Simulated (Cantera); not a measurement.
# Carbothermic reduction: Fe3O4 + CO + N2

Charge: 1 mol Fe3O4, 19 mol CO, 0.11 mol N2, at 1 atm.

Equilibrium computed with Cantera from the NASA thermochemical tables; the gas is ideal and each condensed phase is pure. Candidate condensed phases: C, Fe, Fe(CO)5, FeO, Fe2O3, Fe3O4; 27 gas species. Each liquid is taken as pure. Mutual solubility and eutectic melting of coexisting phases are not modelled. The tables' stoichiometric FeO is somewhat more stable than real wüstite, so its field is too wide. FeO: taken at fixed stoichiometry. Rates play no part.

| T (°C) | x CO | x CO2 | x Fe | x N2 | x FeO | x O | n Fe(δ) | n FeO(l) | n Fe(l) |
|---|---|---|---|---|---|---|---|---|---|
| 1475 | 0.881 | 0.113 | 1.33e-5 | 0.00576 | 6.14e-8 | 1.09e-9 | 1.16 | 1.84 | 0 |
| 1525 | 0.888 | 0.106 | 2.82e-5 | 0.00576 | 1.49e-7 | 2.84e-9 | 1.03 | 1.97 | 0 |
| 1575 | 0.892 | 0.102 | 5.63e-5 | 0.00576 | 3.46e-7 | 7.12e-9 | 0 | 2.05 | 0.946 |
| 1625 | 0.896 | 0.0985 | 0.000107 | 0.00576 | 7.63e-7 | 1.71e-8 | 0 | 2.12 | 0.880 |
| 1675 | 0.899 | 0.0953 | 0.000197 | 0.00575 | 1.61e-6 | 3.94e-8 | 0 | 2.18 | 0.818 |
| 1725 | 0.901 | 0.0924 | 0.000352 | 0.00575 | 3.28e-6 | 8.67e-8 | 0 | 2.23 | 0.761 |
| 1775 | 0.904 | 0.0898 | 0.000609 | 0.00575 | 6.42e-6 | 1.84e-7 | 0 | 2.28 | 0.705 |
| 1825 | 0.906 | 0.0873 | 0.00102 | 0.00575 | 1.21e-5 | 3.76e-7 | 0 | 2.33 | 0.650 |
| 1875 | 0.908 | 0.0850 | 0.00168 | 0.00575 | 2.23e-5 | 7.44e-7 | 0 | 2.37 | 0.594 |
| 1925 | 0.909 | 0.0828 | 0.00269 | 0.00574 | 3.97e-5 | 1.43e-6 | 0 | 2.41 | 0.535 |
| 1975 | 0.909 | 0.0807 | 0.00421 | 0.00573 | 6.87e-5 | 2.66e-6 | 0 | 2.45 | 0.468 |
| 2025 | 0.909 | 0.0787 | 0.00646 | 0.00572 | 0.000116 | 4.82e-6 | 0 | 2.48 | 0.390 |
x: gas mole fraction; n: condensed amount in mol.

From 1475 °C to 1525 °C the condensed part is Fe(δ) + FeO(l). From 1575 °C to 2025 °C the condensed part is Fe(l) + FeO(l). The main Fe-bearing gas is Fe throughout.
